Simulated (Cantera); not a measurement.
Adiabatic ignition

An adiabatic, constant-volume homogeneous reactor starts with 3.12 % CH4, 0.562 % C2H6, 1.000 % C3H8, 20.0 % O2, 75.3 % N2, at 1525 K and 0.400 bar.

Cantera simulation using GRI-Mech 3.0 (53 species, 325 reactions); the numbers are that mechanism's predictions, not measurements. GRI-Mech 3.0 was tuned for natural gas; its chemistry of propane as a main component is partial and can be far from experiment.

| t (s) | T (K) | P (bar) | x CH4 | x C2H6 | x C3H8 | x CO2 | x NO | x H2 | x H2O |
|---|---|---|---|---|---|---|---|---|---|
| 2.00e-6 | 1524 | 0.400 | 0.0312 | 0.00562 | 0.00995 | 6.31e-10 | <1e-12 | 3.71e-6 | 1.04e-6 |
| 8.60e-6 | 1522 | 0.399 | 0.0312 | 0.00556 | 0.00975 | 1.60e-7 | <1e-12 | 6.32e-5 | 4.91e-5 |
| 3.69e-5 | 1518 | 0.399 | 0.0306 | 0.00516 | 0.00846 | 1.55e-5 | 1.34e-11 | 0.000726 | 0.00102 |
| 0.000159 | 2352 | 0.658 | <1e-12 | <1e-12 | <1e-12 | 0.0300 | 2.48e-5 | 0.01000 | 0.0838 |
| 0.000682 | 2689 | 0.737 | <1e-12 | <1e-12 | <1e-12 | 0.0468 | 0.00200 | 0.00672 | 0.0938 |
| 0.00293 | 2699 | 0.738 | <1e-12 | <1e-12 | <1e-12 | 0.0479 | 0.0103 | 0.00640 | 0.0952 |
| 0.0126 | 2693 | 0.736 | <1e-12 | <1e-12 | <1e-12 | 0.0481 | 0.0163 | 0.00637 | 0.0957 |
| 0.0541 | 2693 | 0.736 | <1e-12 | <1e-12 | <1e-12 | 0.0481 | 0.0164 | 0.00636 | 0.0957 |
| 0.233 | 2693 | 0.736 | <1e-12 | <1e-12 | <1e-12 | 0.0481 | 0.0164 | 0.00636 | 0.0957 |
| 1.00 | 2693 | 0.736 | <1e-12 | <1e-12 | <1e-12 | 0.0481 | 0.0164 | 0.00636 | 0.0957 |
x: mole fraction; the columns are a selection and need not sum to one.

```
Item                                                               Value
---------------------------------  -------------------------------------
time of steepest temperature rise                               0.141 ms
temperature at 1.00 s                                             2693 K
equilibrium temperature                                           2693 K
x(CH4) at 1.00 s                   <1e-12 (gas-phase equilibrium <1e-12)
x(C2H6) at 1.00 s                  <1e-12 (gas-phase equilibrium <1e-12)
x(C3H8) at 1.00 s                  <1e-12 (gas-phase equilibrium <1e-12)
```
